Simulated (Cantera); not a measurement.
Cantera with NASA thermochemical tables; ideal gases at 1 bar, condensed phases pure. Values are per mole of reaction as written; species without (g) are pure solids or liquids, kept so even where they would boil at 1 bar.

2 H₂O(g) + Nb → NbO₂(g) + 2 H₂(g)

| T (K) | ΔH° (kJ) | ΔS° (J/K) | ΔG° (kJ) | log10 K |
|---|---|---|---|---|
| 1850 | 289.3 | 132.5 | 44.2 | -1.25 |
| 1900 | 288.9 | 132.3 | 37.6 | -1.03 |
| 1950 | 288.4 | 132.0 | 31.0 | -0.83 |
| 2000 | 287.9 | 131.7 | 24.4 | -0.64 |
| 2050 | 287.4 | 131.5 | 17.8 | -0.45 |
| 2100 | 286.8 | 131.2 | 11.3 | -0.28 |
| 2150 | … | … | … | … |
| 2200 | … | … | … | … |
| 2250 | 284.8 | 130.3 | -8.3 | 0.19 |
| 2300 | 284.0 | 129.9 | -14.8 | 0.34 |
| 2350 | 283.2 | 129.6 | -21.3 | 0.47 |

Q: Complete the blanks.

A: 
- 2150, ΔH° (kJ): 286.1
- 2150, ΔS° (J/K): 130.9
- 2150, ΔG° (kJ): 4.7
- 2150, log10 K: -0.11
- 2200, ΔH° (kJ): 285.5
- 2200, ΔS° (J/K): 130.6
- 2200, ΔG° (kJ): -1.8
- 2200, log10 K: 0.04
